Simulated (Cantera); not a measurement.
Input (Python, Cantera) and output of one run.

```python
import numpy as np
import cantera as ct

gas_names = """
    CL CL2 H HCL H2 N NH NH2 NH3 N2 N2H2 N2H4 Si SiCL SiCL2 SiCL3 SiCL4 SiH SiHCL3 SiH2 SiH2CL2 SiH3
    SiH3CL SiH4 SiN Si2 Si2N Si3
""".split()
cond_names = """
    NH4CL(a) NH4CL(b) Si(cr) Si(L) Si3N4(a)
""".split()


# ... load() reads the species with a 1 bar reference pressure and builds the phases ...
atoms = {
    'SiHCl3': {'Si': 1, 'H': 1, 'CL': 3},
    'N2': {'N': 2},
}
top_T = {'Si3N4(a)': 2400}  # K; cautious upper limits of use, not melting points


# ... equilibrate(T, P, feed) seeds the gas with the atoms and calls Mixture.equilibrate('TP', solver="vcs", rtol=1e-11, max_steps=5000) ...
results = []
T = 1073.15  # K
P = 48000  # Pa
for m in [32, 43, 57, 76, 100, 140, 180, 240]:
    feed = {'SiHCl3': 1, 'N2': m}  # mol
    mix = equilibrate(T, P, feed)
    results.append((T, P, feed, dict(zip(mix.species_names, mix.species_moles))))
    x = sorted(zip(gas.X, gas.species_names), reverse=True)
    print(f"T = {T:g} K  P = {P:g} Pa  n(N2) = {m:g} mol  gas = {mix.phase_moles(0):.4g} mol")
    print("   x: " + "  ".join(f"{s} {v:.3e}" for v, s in x if v > 0.0001))
    print("   condensed (mol): " + ("  ".join(f"{mix.phase(i).name} {mix.phase_moles(i):.4g}"
          for i in range(1, mix.n_phases) if mix.phase_moles(i) > 1e-12) or "none"))
```

Result:

```
T = 1073.15 K  P = 48000 Pa  n(N2) = 32 mol  gas = 33.15 mol
   x: N2 9.559e-01  HCL 2.568e-02  SiCL4 1.617e-02  H2 2.231e-03
   condensed (mol): Si3N4(a) 0.1542
T = 1073.15 K  P = 48000 Pa  n(N2) = 43 mol  gas = 44.16 mol
   x: N2 9.668e-01  HCL 1.963e-02  SiCL4 1.206e-02  H2 1.504e-03
   condensed (mol): Si3N4(a) 0.1554
T = 1073.15 K  P = 48000 Pa  n(N2) = 57 mol  gas = 58.16 mol
   x: N2 9.747e-01  HCL 1.513e-02  SiCL4 9.096e-03  H2 1.027e-03
   condensed (mol): Si3N4(a) 0.1566
T = 1073.15 K  P = 48000 Pa  n(N2) = 76 mol  gas = 77.16 mol
   x: N2 9.809e-01  HCL 1.157e-02  SiCL4 6.815e-03  H2 6.919e-04
   condensed (mol): Si3N4(a) 0.1576
T = 1073.15 K  P = 48000 Pa  n(N2) = 100 mol  gas = 101.2 mol
   x: N2 9.854e-01  HCL 8.936e-03  SiCL4 5.170e-03  H2 4.730e-04
   condensed (mol): Si3N4(a) 0.1586
T = 1073.15 K  P = 48000 Pa  n(N2) = 140 mol  gas = 141.2 mol
   x: N2 9.895e-01  HCL 6.491e-03  SiCL4 3.683e-03  H2 2.953e-04
   condensed (mol): Si3N4(a) 0.1596
T = 1073.15 K  P = 48000 Pa  n(N2) = 180 mol  gas = 181.2 mol
   x: N2 9.918e-01  HCL 5.104e-03  SiCL4 2.858e-03  H2 2.071e-04
   condensed (mol): Si3N4(a) 0.1603
T = 1073.15 K  P = 48000 Pa  n(N2) = 240 mol  gas = 241.2 mol
   x: N2 9.938e-01  HCL 3.870e-03  SiCL4 2.138e-03  H2 1.376e-04
   condensed (mol): Si3N4(a) 0.161
```

Equilibrium computed with Cantera from the NASA thermochemical tables; the gas is ideal and each condensed phase is pure. N2 is the only nitrogen source here; it is nearly inert below about 1500 K, so the nitride shown seldom forms there in practice. The tables' values for SiCl3 are old estimates; treat these amounts as uncertain.
